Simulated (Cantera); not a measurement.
Input: 1 mol c-C₄F₈, 0.3 mol H₂, equilibrated at 10.0 mbar.

Method: chemical equilibrium by Gibbs-energy minimisation in Cantera with the NASA 1993 tables (ideal gas, pure condensed phases). Candidate condensed phases: C, C₆H₆, C₇H₈, C₈H₁₈; 95 gas species. The feed counts by its element totals alone. Equilibrium is a limit: real reactors are often held back by kinetics, nucleation or transport.

At 2773 K, list the 6 most abundant gas species with their mole fractions, and the condensed phases.

F 0.748, CF₂ 0.113, HF 0.0831, CF 0.0518, C₃ 0.00226, C 0.000489. Condensed: C(graphite).
